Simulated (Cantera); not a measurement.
A perfectly stirred reactor is fed with 32.3 % CO, 2.13 % H2, 12.3 % O2, 46.2 % N2, 7.10 % H2O, at 100000 Pa; it is adiabatic with a 425 K inlet, and is followed from long to short residence time, starting on the burning branch (τ in s: 0.082, 0.034, 0.014, 0.0056, 0.0023, 0.00092, 0.00038, 0.00015, 6.2e-05, 2.5e-05, 1e-05, 4.2e-06).

Model: GRI-Mech 3.0 (53 species, 325 reactions), integrated in Cantera.

x: mole fraction; the columns are a selection and need not sum to one.

| τ (s) | T (K) | x CO | x H2 | x O2 | x N2O | x O | x OH | x NO |
|---|---|---|---|---|---|---|---|---|
| 0.082 | 2288 | 0.111 | 0.00738 | 0.00235 | 5.15e-8 | 0.000424 | 0.00305 | 0.000814 |
| 0.034 | 2261 | 0.113 | 0.00766 | … | … | … | … | … |
| 0.014 | 2214 | 0.117 | 0.00815 | 0.00612 | 6.40e-8 | 0.00125 | 0.00484 | 0.000442 |
| 0.0056 | 2142 | 0.124 | 0.00896 | 0.00972 | 7.01e-8 | 0.00223 | 0.00596 | 0.000238 |
| 0.0023 | 2046 | 0.131 | 0.0100 | 0.0141 | 7.40e-8 | 0.00373 | 0.00688 | 0.000126 |
| 0.00092 | 1924 | 0.139 | … | … | 7.50e-8 | … | 0.00735 | … |
| 0.00038 | 1784 | 0.147 | 0.0122 | 0.0247 | 7.36e-8 | 0.00849 | 0.00709 | 5.71e-5 |
| 0.00015 | 1604 | 0.161 | 0.0118 | 0.0331 | 7.41e-8 | 0.0109 | 0.00578 | 3.43e-5 |
| 6.2e-5 | 425 | 0.323 | 0.0213 | 0.123 | <1e-12 | <1e-12 | <1e-12 | <1e-12 |
| 2.5e-5 | 425 | 0.323 | 0.0213 | 0.123 | <1e-12 | <1e-12 | <1e-12 | <1e-12 |
| 1.0e-5 | 425 | 0.323 | 0.0213 | 0.123 | <1e-12 | <1e-12 | <1e-12 | <1e-12 |
| 4.2e-6 | 425 | 0.323 | 0.0213 | 0.123 | <1e-12 | <1e-12 | <1e-12 | <1e-12 |

Question: Complete the blanks.

Answer: 
- 0.034, x O2: 0.00375
- 0.034, x N2O: 5.74e-8
- 0.034, x O: 0.000706
- 0.034, x OH: 0.00383
- 0.034, x NO: 0.000664
- 0.00092, x H2: 0.0112
- 0.00092, x O2: 0.0192
- 0.00092, x O: 0.00591
- 0.00092, x NO: 7.84e-5
